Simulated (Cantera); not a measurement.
A Cantera script and its output.

```python
import numpy as np
import cantera as ct

gas = ct.Solution("gri30.yaml")
gas.TPX = 1200, 730000, {'CH4': 1, 'O2': 5.88, 'N2': 22.1}
reactor = ct.IdealGasConstPressureReactor(gas, energy="on", clone=False)
net = ct.ReactorNet([reactor])
net.rtol, net.atol = 1e-08, 1e-16
show = ['CH4', 'O2', 'C2H6', 'CH3', 'O', 'CO']
times = np.geomspace(1e-06, 9, 12)

steps = ct.SolutionArray(gas, extra=["t"])
rows = []
print(f"{'t/s':>10s}{'T/K':>9s}{'P/Pa':>11s}" + "".join(f"{s:>11s}" for s in show))
for t in times:
    while net.time < t:
        t_next = net.step()
        steps.append(gas.state, t=t_next)
    rows.append([np.interp(t, steps.t, y) for y in (steps.T, steps.P, *steps(*show).X.T)])
    print(f"{t:10.3e}{rows[-1][0]:9.1f}{rows[-1][1]:11.4g}" + "".join(f"{x:11.3e}" for x in rows[-1][2:]))
rate = np.gradient(steps.T, steps.t)
print("integrator steps:", len(steps.t))
if steps.T.max() > steps.T[0] + 200:
    print(f"time of steepest temperature rise: {steps.t[rate.argmax()]:.4e} s")
gas.TPX = 1200, 730000, {'CH4': 1, 'O2': 5.88, 'N2': 22.1}
gas.equilibrate("HP")
print(f"equilibrium (HP): T = {gas.T:.1f} K  " + "  ".join(f"{s} {gas[s].X[0]:.3e}" for s in show))
```

It prints:

```
       t/s      T/K       P/Pa        CH4         O2       C2H6        CH3          O         CO
 1.000e-06   1200.0    7.3e+05  3.451e-02  2.029e-01  1.133e-15  2.370e-09  2.426e-12  2.546e-16
 4.287e-06   1200.0    7.3e+05  3.451e-02  2.029e-01  9.051e-14  1.026e-08  7.770e-12  2.067e-14
 1.838e-05   1200.0    7.3e+05  3.451e-02  2.029e-01  7.583e-12  4.565e-08  3.152e-11  1.697e-12
 7.882e-05   1200.0    7.3e+05  3.451e-02  2.029e-01  7.788e-10  2.351e-07  1.626e-10  1.534e-10
 3.379e-04   1200.0    7.3e+05  3.450e-02  2.029e-01  1.900e-07  1.968e-06  1.518e-09  2.464e-08
 1.449e-03   1200.7    7.3e+05  3.437e-02  2.028e-01  2.075e-05  7.502e-06  8.643e-09  6.562e-06
 6.212e-03   1946.8    7.3e+05  7.944e-18  1.337e-01  1.815e-32  1.798e-17  5.988e-05  2.939e-05
 2.663e-02   1946.7    7.3e+05  4.181e-22  1.336e-01 -8.443e-41  9.460e-22  5.983e-05  2.937e-05
 1.142e-01   1946.3    7.3e+05  2.495e-24  1.336e-01  1.279e-41  5.661e-24  5.962e-05  2.927e-05
 4.896e-01   1944.7    7.3e+05  2.472e-24  1.332e-01 -1.639e-42  5.558e-24  5.878e-05  2.890e-05
 2.099e+00   1939.7    7.3e+05  2.156e-24  1.322e-01  7.452e-45  4.767e-24  5.620e-05  2.776e-05
 9.000e+00   1935.3    7.3e+05  1.922e-24  1.312e-01  6.041e-45  4.185e-24  5.400e-05  2.677e-05
integrator steps: 2073
time of steepest temperature rise: 4.2701e-03 s
equilibrium (HP): T = 1935.1 K  CH4 2.933e-24  O2 1.312e-01  C2H6 8.849e-45  CH3 6.382e-24  O 5.394e-05  CO 2.674e-05
```

Detailed kinetics in Cantera: GRI-Mech 3.0 (53 species, 325 reactions).
